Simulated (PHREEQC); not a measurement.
Dissolve 0.11 mol/kgw ZnSO4, 0.02 mol/kgw H3AsO4 and 0.0001 mol/kgw NiSO4 at 20 °C. Closed to the air; pH follows from the charge balance.

Model: ion-association model, wateq4f.dat, run in PHREEQC.

Task: The ionic strength comes out as 0.226 mol/kgw. What activity coefficients do Ni+2, Zn+2, H2AsO4-, Zn(SO4)2-2, H+ get?

Result: Ni+2 0.31, Zn+2 0.32, H2AsO4- 0.74, Zn(SO4)2-2 0.31, H+ 0.79.

This is a speciation only: nothing precipitates in the calculation. The database has no arsenate complexes of Zn, Ni.
